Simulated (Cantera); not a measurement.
Feed: 1 mol SiH2Cl2, 3.7 mol N2, 13 mol H2, held at 97.0 Pa.

These are equilibrium values from Cantera (NASA tables, ideal gas, pure condensed phases), not measurements of a reactor. Candidate condensed phases: NH4Cl, Si, Si3N4; 28 gas species. N2 is the only nitrogen source here; it is nearly inert below about 1500 K, so the nitride shown seldom forms there in practice. Gases not in the tables: Si2H6 and higher silanes. The numbers say what is thermodynamically allowed, not how fast it happens.

**Question.** Which condensed phases are stable at each of these points (T (°C)): 675, 775, 875, 975, 1075, 1175, 1275, 1375, 1475, 1575, 1675?

**Answer.** 
| T (°C) | condensed phases | Si condensed (%) |
|---|---|---|
| 675 | Si3N4(s) | 99.9 |
| 775 | Si3N4(s) | 99.9 |
| 875 | Si3N4(s) | 99.9 |
| 975 | Si3N4(s) | 99.3 |
| 1075 | Si3N4(s) | 96.1 |
| 1175 | Si3N4(s) | 85.3 |
| 1275 | Si3N4(s) | 66.0 |
| 1375 | Si(s) | 60.1 |
| 1475 | Si(l) | 58.4 |
| 1575 | Si(l) | 50.0 |
| 1675 | Si(l) | 14.1 |

From 675 °C to 1275 °C the condensed part is Si3N4(s). At 1375 °C the condensed part is Si(s). From 1475 °C to 1675 °C the condensed part is Si(l).
